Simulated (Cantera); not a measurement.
An isothermal, constant-pressure homogeneous reactor starts with C2H6 : H2 = 1 : 130 (molar parts), at 1875 K and 0.00118 atm. Integrator tolerance rtol = 1e-08.

Computed with Cantera and GRI-Mech 3.0 (53 species, 325 reactions). GRI-Mech 3.0 stops at C3 and has no aromatics, soot or wall deposition, so with more carbon than oxygen in the feed, carbon stays in small species such as C2H2 where larger ones or solid carbon would form. Radical loss at walls, strong at low pressure, is not modelled.

Q: What does this change do: H2 130 to 62 parts?

A: 
| quantity | before | after |
|---|---|---|
| x(C2H6) at 7.00 s | 1.77e-9 (gas-phase equilibrium <1e-12) | 1.98e-9 (gas-phase equilibrium <1e-12) |
| x(H2) at 7.00 s | 0.984 (gas-phase equilibrium 0.974) | 0.976 (gas-phase equilibrium 0.966) |
| x(C2H2) at 7.00 s | 0.00716 (gas-phase equilibrium 0.00744) | 0.0150 (gas-phase equilibrium 0.0152) |
| x(C2H4) at 7.00 s | 4.05e-7 (gas-phase equilibrium 1.23e-7) | 6.55e-7 (gas-phase equilibrium 2.49e-7) |
| x(H) at 7.00 s | 0.00863 (gas-phase equilibrium 0.0188) | 0.00879 (gas-phase equilibrium 0.0187) |
| x(CH4) at 7.00 s | 0.000560 (gas-phase equilibrium 3.37e-6) | 0.000584 (gas-phase equilibrium 4.76e-6) |
| x(CH2) at 7.00 s | 1.01e-6 (gas-phase equilibrium 2.99e-8) | 1.11e-6 (gas-phase equilibrium 4.27e-8) |

Q: What does this change do: H2 130 to 88 parts?

A: 
```json
[
 {"quantity": "x(C2H6) at 7.00 s", "before": "1.77e-9 (gas-phase equilibrium <1e-12)", "after": "1.86e-9 (gas-phase equilibrium <1e-12)"},
 {"quantity": "x(H2) at 7.00 s", "before": "0.984 (gas-phase equilibrium 0.974)", "after": "0.980 (gas-phase equilibrium 0.970)"},
 {"quantity": "x(C2H2) at 7.00 s", "before": "0.00716 (gas-phase equilibrium 0.00744)", "after": "0.0106 (gas-phase equilibrium 0.0109)"},
 {"quantity": "x(C2H4) at 7.00 s", "before": "4.05e-7 (gas-phase equilibrium 1.23e-7)", "after": "5.16e-7 (gas-phase equilibrium 1.79e-7)"},
 {"quantity": "x(H) at 7.00 s", "before": "0.00863 (gas-phase equilibrium 0.0188)", "after": "0.00871 (gas-phase equilibrium 0.0188)"},
 {"quantity": "x(CH4) at 7.00 s", "before": "0.000560 (gas-phase equilibrium 3.37e-6)", "after": "0.000570 (gas-phase equilibrium 4.05e-6)"},
 {"quantity": "x(CH2) at 7.00 s", "before": "1.01e-6 (gas-phase equilibrium 2.99e-8)", "after": "1.05e-6 (gas-phase equilibrium 3.61e-8)"}
]
```
